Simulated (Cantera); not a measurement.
Mixture: 17.4 % CH4, 17.4 % O2, 65.3 % N2, equivalence ratio 2.0, at 0.630 bar, adiabatic and at constant volume. Ignition delay is the time to a rise of 400 K.

Cantera simulation using GRI-Mech 3.0 (53 species, 325 reactions); the numbers are that mechanism's predictions, not measurements.

Problem. Predict: delay at 1223 K; delay at 1323 K; delay at 1423 K; delay at 1523 K; delay at 1623 K; delay at 1723 K; apparent activation energy between 1523 and 1723 K.

Solution. 
- delay at 1223 K = 66.5 ms
- delay at 1323 K = 16.9 ms
- delay at 1423 K = 4.89 ms
- delay at 1523 K = 1.63 ms
- delay at 1623 K = 0.638 ms
- delay at 1723 K = 0.289 ms
- apparent activation energy between 1523 and 1723 K = 190 kJ/mol
